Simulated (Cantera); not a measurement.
Cantera run:

```python
import numpy as np
import cantera as ct

gas_names = """
    N NO NO2 NO3 N2 N2O O O2 O3 Si SiN SiO SiO2 Si2 Si2N Si3
""".split()
cond_names = """
    Si(cr) Si(L) SiO2(Lqz) SiO2(hqz) SiO2(L) Si2N2O(s) Si3N4(a)
""".split()


def load(file, names, dense=False):
    # The tables refer to 1 bar. Condensed volumes are neglected.
    table = {s.name: s for s in ct.Species.list_from_file(file)}
    out = []
    for n in names:
        d = dict(table[n].input_data)
        d["thermo"] = dict(d["thermo"], **{"reference-pressure": 1e5})
        if dense:
            d["equation-of-state"] = {"model": "constant-volume", "density": "1e6 g/cm^3"}
        out.append(ct.Species.from_dict(d))
    return out


gas = ct.Solution(thermo="ideal-gas", species=load("nasa_gas.yaml", gas_names))
cond = {s.name: ct.Solution(thermo="fixed-stoichiometry", species=[s], name=s.name)
        for s in load("nasa_condensed.yaml", cond_names, dense=True)}
atoms = {
    'Si3N4': {'Si': 3, 'N': 4},
    'O2': {'O': 2},
    'N2': {'N': 2},
    'N2O': {'N': 2, 'O': 1},
}
top_T = {'Si2N2O(s)': 2100, 'Si3N4(a)': 2400}  # K; cautious upper limits of use, not melting points


def equilibrate(T, P, feed):
    n = {}
    for name, mol in feed.items():
        for a, k in atoms[name].items():
            n[a] = n.get(a, 0.0) + k * mol
    gas.TPX = T, P, n
    mass = sum(n.values()) * gas.mean_molecular_weight
    gas.equilibrate("TP")
    valid = [c for c in cond.values() if c.min_temp <= T <= top_T.get(c.name, c.max_temp)]
    mix = ct.Mixture([(gas, mass / gas.mean_molecular_weight)] + [(c, 0.0) for c in valid])
    mix.T, mix.P = T, P
    mix.equilibrate("TP", solver="vcs", rtol=1e-11, max_steps=5000)
    return mix


results = []
feed = {'Si3N4': 1, 'O2': 0.0037, 'N2': 260, 'N2O': 0.12}  # mol
P = 133.322  # Pa
for T in [1225, 1325, 1425, 1525, 1625, 1725, 1825, 1925, 2025]:
    mix = equilibrate(T, P, feed)
    results.append((T, P, feed, dict(zip(mix.species_names, mix.species_moles))))
    x = sorted(zip(gas.X, gas.species_names), reverse=True)
    print(f"T = {T:g} K  P = {P:g} Pa  gas = {mix.phase_moles(0):.4g} mol")
    print("   x: " + "  ".join(f"{s} {v:.3e}" for v, s in x if v > 0.0001))
    print("   condensed (mol): " + ("  ".join(f"{mix.phase(i).name} {mix.phase_moles(i):.4g}"
          for i in range(1, mix.n_phases) if mix.phase_moles(i) > 1e-12) or "none"))
```

Result:

```
T = 1225 K  P = 133.322 Pa  gas = 260.2 mol
   x: N2 1.000e+00
   condensed (mol): Si2N2O(s) 0.1274  Si3N4(a) 0.9151
T = 1325 K  P = 133.322 Pa  gas = 260.2 mol
   x: N2 1.000e+00
   condensed (mol): Si2N2O(s) 0.1273  Si3N4(a) 0.9151
T = 1425 K  P = 133.322 Pa  gas = 260.2 mol
   x: N2 1.000e+00
   condensed (mol): Si2N2O(s) 0.1226  Si3N4(a) 0.9167
T = 1525 K  P = 133.322 Pa  gas = 260.3 mol
   x: N2 9.995e-01  SiO 4.560e-04
   condensed (mol): Si2N2O(s) 0.008704  Si3N4(a) 0.9544
T = 1625 K  P = 133.322 Pa  gas = 260.4 mol
   x: N2 9.994e-01  SiO 4.893e-04
   condensed (mol): Si3N4(a) 0.9519
T = 1725 K  P = 133.322 Pa  gas = 262.5 mol
   x: N2 9.987e-01  Si 7.614e-04  SiO 4.854e-04
   condensed (mol): Si(L) 2.652
T = 1825 K  P = 133.322 Pa  gas = 263.2 mol
   x: N2 9.959e-01  Si 3.411e-03  SiO 4.841e-04
   condensed (mol): Si(L) 1.904
T = 1925 K  P = 133.322 Pa  gas = 265 mol
   x: N2 9.889e-01  Si 1.029e-02  SiO 4.807e-04  Si2N 1.302e-04  SiN 1.171e-04
   condensed (mol): none
T = 2025 K  P = 133.322 Pa  gas = 265.1 mol
   x: N2 9.887e-01  Si 1.062e-02  SiO 4.806e-04
   condensed (mol): none
```

Cantera equilibrium calculation (NASA polynomials, part measured and part estimated; ideal gas, pure solids and liquids). Mutual solubility and eutectic melting of coexisting phases are not modelled. The tables' values for SiN are old estimates; treat these amounts as uncertain.
